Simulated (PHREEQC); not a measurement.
Dissolve 3.1 mmol/kgw NaBF4 and 2.3 mmol/kgw NH4HCO3 at 20 °C. Closed to the air; pH follows from the charge balance.

The numbers come from PHREEQC with the ion-association model, phreeqc.dat.

- pH: 3.48
- ionic strength: 0.00575 mol/kgw
- total alkalinity: -7.00 meq/kg

```
species    molality  activity   log γ
---------  --------  --------  ------
F-          0.00380   0.00351  -0.035
Na+         0.00309   0.00286  -0.034
NH4+        0.00230   0.00212  -0.036
CO2         0.00230   0.00230   0.001
HF          0.00159   0.00159   0.001
BF4-        0.00141   0.00130  -0.035
H3BO3       0.00118   0.00118   0.001
H+         0.000356  0.000331  -0.031
BF3OH-     0.000296  0.000273  -0.035
BF2(OH)2-  0.000212  0.000196  -0.035
HF2-        2.23e-5   2.05e-5  -0.035
NaF         5.76e-6   5.77e-6   0.001
HCO3-       3.12e-6   2.88e-6  -0.034
BF(OH)3-    1.69e-6   1.56e-6  -0.035
(CO2)2      8.18e-8   8.19e-8   0.001
NaHCO3      4.77e-9   4.77e-9   0.001
```

Precipitation was switched off in this run. Species that the database lacks are ignored. Real BF4- forms and hydrolyses slowly; the run takes it at equilibrium.
